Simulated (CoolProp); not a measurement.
Vapour-liquid equilibrium of propane (1) + toluene (2) at 1.41 bar; x and y are mole fractions of (1).

Computed with CoolProp (multi-fluid Helmholtz-energy mixture model, Lemmon 2009 and Lemmon 2006; pair parameters Bell 2016).

```csv
x,bubble temperature (K),y at the bubble point,dew temperature at overall composition x (K),liquid density (mol/L)
0.05,322.9,0.913,393.8,9.214
0.125,282.4,0.989,390.7,9.831
0.2,266.8,0.996,387.4,10.20
0.275,258.6,0.998,383.8,10.51
0.35,253.7,0.999,380.0,10.78
0.425,250.6,0.999,375.8,11.05
0.5,248.4,0.999,371.1,11.30
0.575,246.8,0.999,365.9,11.56
0.65,245.4,0.999,359.9,11.81
0.725,244.2,1.000,352.8,12.06
0.8,243.0,1.000,343.9,12.31
0.875,241.6,1.000,331.7,12.56
0.95,240.0,1.000,310.8,12.81
```

No azeotrope shows between x = 0.05 and 0.95.

The pair parameters rest on a limited set of measurements; away from them the model extrapolates. With so large a gap from Raoult's law the liquid may split in two, which this calculation doesn't test in full.
